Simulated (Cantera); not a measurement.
## Carbon deposition, reforming and gasification: n-butane + CO2 + N2 + NH3

A closed system holds: 1 mol n-butane, 0.13 mol CO2, 14 mol N2, 0.061 mol NH3, equilibrated at 27.0 Torr.

These are equilibrium values from Cantera (NASA tables, ideal gas, pure condensed phases), not measurements of a reactor. Candidate condensed phases: C, C6H6, C7H8, C8H18, H2O; 169 gas species. Ions and electrons are included (thermal ionisation). Equilibrium is a limit: real reactors are often held back by kinetics, nucleation or transport.

From 2227 °C to 2727 °C the condensed part is C(graphite). From 3227 °C to 4727 °C nothing is condensed. The main C-bearing gas is HCN at 2227 °C and C at 4727 °C.

| T (°C) | x N2 | x H | x H2 | x C | x N | x HCN | x CN | x C3 | x CO | n C(graphite) |
|---|---|---|---|---|---|---|---|---|---|---|
| 2227 | 0.687 | 0.0603 | 0.207 | 4.62e-6 | 1.28e-6 | 0.0267 | 0.000450 | 1.38e-5 | 0.0130 | 3.17 |
| 2727 | 0.593 | 0.233 | 0.0785 | 0.00141 | 5.65e-5 | 0.0431 | 0.0132 | 0.00867 | 0.0116 | 1.38 |
| 3227 | 0.518 | 0.355 | 0.0130 | 0.0232 | 0.000840 | 0.00961 | 0.0406 | 0.0180 | 0.0101 | 0 |
| 3727 | 0.487 | 0.365 | 0.00189 | 0.0795 | 0.00653 | 0.00100 | 0.0405 | 0.00227 | 0.00947 | 0 |
| 4227 | 0.466 | 0.357 | 0.000384 | 0.111 | 0.0324 | 8.87e-5 | 0.0218 | 6.93e-5 | 0.00913 | 0 |
| 4727 | 0.409 | 0.341 | 0.000101 | 0.119 | 0.112 | 9.68e-6 | 0.0105 | 2.34e-6 | 0.00850 | 0 |
x: gas mole fraction; n: condensed amount in mol.
